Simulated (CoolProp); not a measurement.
Model: reference Helmholtz-energy equation of state, Younglove 1994, in CoolProp. It is a modified Benedict-Webb-Rubin equation, recast in Helmholtz form.

Problem. For R123, give the phase and the Z, viscosity (µPa s), Prandtl number at 432.9 K and 0.383 MPa; 460.2 K and 0.383 MPa.

Solution. 
- 432.9 K and 0.383 MPa: gas; Z 0.955, viscosity 15.3, Prandtl number 0.740
- 460.2 K and 0.383 MPa: gas; Z 0.964, viscosity 16.1, Prandtl number 0.731

Viscosity comes from a separate model (Tanaka 1996). Thermal conductivity comes from a separate model (Laesecke 1996).
